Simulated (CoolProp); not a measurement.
Values from CoolProp's reference Helmholtz-energy equation of state, Wagner 2002.

Task: For water, give the phase and the cv (kJ/(kg K)), Prandtl number at 403.8 K and 218 kPa; 619.4 K and 94.3 kPa; 983 K and 4990 kPa.

Result: 
- 403.8 K and 218 kPa: gas; cv 1.60, Prandtl number 1.04
- 619.4 K and 94.3 kPa: gas; cv 1.57, Prandtl number 0.933
- 983 K and 4990 kPa: gas; cv 1.85, Prandtl number 0.901

Viscosity comes from a separate model (Huber 2009). Thermal conductivity comes from a separate model (Huber 2012).
